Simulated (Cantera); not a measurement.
A closed system holds: 1 mol CaCO3, 0.58 mol C, 0.012 mol H2, at 19.0 Pa.

Cantera equilibrium calculation (NASA polynomials, part measured and part estimated; ideal gas, pure solids and liquids). Candidate condensed phases: C, C6H6, C7H8, C8H18, Ca, CaCO3, CaO, Ca(OH)2, H2O; 115 gas species. Equilibrium is a limit: real reactors are often held back by kinetics, nucleation or transport.

Problem. Which condensed phases are stable at each of these points (T (K)): 648, 798, 948, 1098, 1248, 1398, 1548, 1698, 1848, 1998, 2148?

Solution. 
```json
[
 {"T (K)": "648", "condensed phases": "C(graphite) + CaCO3(calcite) + CaO(s)", "Ca condensed (%)": "100.0"},
 {"T (K)": "798", "condensed phases": "CaO(s)", "Ca condensed (%)": "100.0"},
 {"T (K)": "948", "condensed phases": "CaO(s)", "Ca condensed (%)": "100.0"},
 {"T (K)": "1098", "condensed phases": "CaO(s)", "Ca condensed (%)": "100.0"},
 {"T (K)": "1248", "condensed phases": "CaO(s)", "Ca condensed (%)": "100.0"},
 {"T (K)": "1398", "condensed phases": "CaO(s)", "Ca condensed (%)": "100.0"},
 {"T (K)": "1548", "condensed phases": "CaO(s)", "Ca condensed (%)": "100.0"},
 {"T (K)": "1698", "condensed phases": "CaO(s)", "Ca condensed (%)": "100.0"},
 {"T (K)": "1848", "condensed phases": "CaO(s)", "Ca condensed (%)": "100.0"},
 {"T (K)": "1998", "condensed phases": "CaO(s)", "Ca condensed (%)": "99.9"},
 {"T (K)": "2148", "condensed phases": "CaO(s)", "Ca condensed (%)": "99.4"}
]
```

At 648 K the condensed part is C(graphite) + CaCO3(calcite) + CaO(s). From 798 K to 2148 K the condensed part is CaO(s).
